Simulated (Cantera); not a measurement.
A freely propagating, adiabatic, planar premixed flame of H₂ : O₂ : N₂ = 1 : 0.208 : 0.729 (molar parts), equivalence ratio 2.4, unburnt at 700 K and 1.38 atm; mixture-averaged transport, grid criteria slope 0.08 and curve 0.16, no radiation.

Cantera simulation using the H2/O2 subset of GRI-Mech 3.0, which has no nitrogen chemistry; the numbers are that mechanism's predictions, not measurements. Burning velocities carry a grid error of a few per cent, more on coarse grids.

### Question
How do the results move with these cheaper or finer settings: unity-Lewis-number transport; multicomponent transport; multicomponent+Soret transport; grid criteria slope 0.5, curve 1; grid criteria slope 0.25, curve 0.5; grid criteria slope 0.03, curve 0.06?

### Answer
```csv
setting,laminar burning velocity,thermal thickness,peak x(O),peak x(H),grid points
as above,1220 cm/s,0.320 mm,0.00332,0.0934,133
unity-Lewis-number transport,763 cm/s,0.286 mm,0.00231,0.0932,118
multicomponent transport,1190 cm/s,0.323 mm,0.00323,0.0933,133
multicomponent+Soret transport,1160 cm/s,0.317 mm,0.00322,0.0924,133
"grid criteria slope 0.5, curve 1",1630 cm/s,0.522 mm,0.00280,0.0932,47
"grid criteria slope 0.25, curve 0.5",1300 cm/s,0.370 mm,0.00311,0.0941,70
"grid criteria slope 0.03, curve 0.06",1210 cm/s,0.308 mm,0.00340,0.0934,308
```
Unity Lewis numbers drop preferential diffusion, which matters most where H2 and H carry the flame; Soret adds thermal diffusion.
